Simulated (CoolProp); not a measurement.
Saturation properties of R1234ze(E) (Tc = 382.5 K, pc = 3.635 MPa, ω = 0.313).

Values from CoolProp's reference Helmholtz-energy equation of state, Thol 2016.

| T (K) | p (MPa) | vapour density (kg/m³) | enthalpy of vaporisation (kJ/kg) | liquid cp (kJ/(kg K)) | surface tension (mN/m) |
|---|---|---|---|---|---|
| 238.8 | 0.04928 | 2.902 | 204.2 | 1.259 | 19.0 |
| 243.8 | 0.06304 | 3.655 | 201.5 | 1.266 | 17.9 |
| 248.7 | 0.07933 | 4.534 | 198.7 | 1.273 | 16.9 |
| 253.6 | [?] | 5.572 | 196.0 | 1.281 | 16.0 |
| 258.5 | 0.1219 | 6.789 | 193.1 | 1.290 | 15.1 |
| 263.5 | 0.1495 | 8.238 | 190.1 | 1.299 | 14.2 |
| 268.4 | 0.1812 | 9.882 | 187.2 | 1.308 | 13.4 |
| 273.3 | 0.2177 | 11.78 | 184.1 | 1.319 | [?] |
| 278.3 | 0.2607 | 13.99 | 180.9 | 1.330 | 11.8 |
| 283.2 | [?] | 16.48 | 177.6 | [?] | 11.1 |
| 288.1 | 0.3636 | 19.30 | 174.2 | [?] | 10.4 |
| 293.1 | 0.4267 | 22.57 | [?] | 1.370 | 9.63 |

Problem. Complete the blanks.

Solution. 
- 253.6, p (MPa): 0.09880
- 273.3, surface tension (mN/m): 12.6
- 283.2, p (MPa): 0.3089
- 283.2, liquid cp (kJ/(kg K)): 1.342
- 288.1, liquid cp (kJ/(kg K)): 1.355
- 293.1, enthalpy of vaporisation (kJ/kg): 170.7

It boils at 254.2 K under 1 atm.

Surface tension comes from a separate correlation (Mulero 2014).
